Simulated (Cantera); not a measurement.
Source: NASA polynomial tables (part measured, part estimated), evaluated in Cantera. Values are per mole of reaction as written; species without (g) are pure solids or liquids, kept so even where they would boil at 1 bar. ZrN: taken at fixed stoichiometry.

Problem. Between 873 and 2873 K, where is each reaction favourable under standard conditions?
- 2 O2(g) + ZrN ⇌ ZrO2 + NO2(g)

Solution. 
- 2 O2(g) + ZrN ⇌ ZrO2 + NO2(g): ΔG° is -560 kJ at 873 K and -256 kJ at 2873 K; it stays negative (K > 1). ΔH° is -693 kJ and ΔS° -152 J/K at 2873 K.
